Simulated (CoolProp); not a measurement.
Saturation properties of oxygen (Tc = 154.6 K, pc = 5.046 MPa, ω = 0.022).

The numbers come from the reference Helmholtz-energy equation of state, Schmidt 1985 in CoolProp.

```json
[
 {"T (K)": "113.5", "p (MPa)": "0.6865", "surface tension (mN/m)": "7.58", "vapour viscosity (µPa s)": "8.85"},
 {"T (K)": "116.3", "p (MPa)": "0.8194", "surface tension (mN/m)": "6.95", "vapour viscosity (µPa s)": "9.09"},
 {"T (K)": "119.1", "p (MPa)": "0.9699", "surface tension (mN/m)": "6.33", "vapour viscosity (µPa s)": "9.34"},
 {"T (K)": "121.9", "p (MPa)": "1.139", "surface tension (mN/m)": "5.73", "vapour viscosity (µPa s)": "9.61"},
 {"T (K)": "124.7", "p (MPa)": "1.329", "surface tension (mN/m)": "5.13", "vapour viscosity (µPa s)": "9.88"},
 {"T (K)": "127.5", "p (MPa)": "1.541", "surface tension (mN/m)": "4.55", "vapour viscosity (µPa s)": "10.2"},
 {"T (K)": "130.3", "p (MPa)": "1.775", "surface tension (mN/m)": "3.98", "vapour viscosity (µPa s)": "10.5"},
 {"T (K)": "133.1", "p (MPa)": "2.034", "surface tension (mN/m)": "3.43", "vapour viscosity (µPa s)": "10.8"},
 {"T (K)": "135.9", "p (MPa)": "2.320", "surface tension (mN/m)": "2.89", "vapour viscosity (µPa s)": "11.2"},
 {"T (K)": "138.7", "p (MPa)": "2.633", "surface tension (mN/m)": "2.37", "vapour viscosity (µPa s)": "11.6"},
 {"T (K)": "141.5", "p (MPa)": "2.975", "surface tension (mN/m)": "1.87", "vapour viscosity (µPa s)": "12.1"}
]
```

It boils at 90.2 K under 1 atm.

Viscosity comes from a separate model (Lemmon 2004). Surface tension comes from a separate correlation (Mulero 2012).
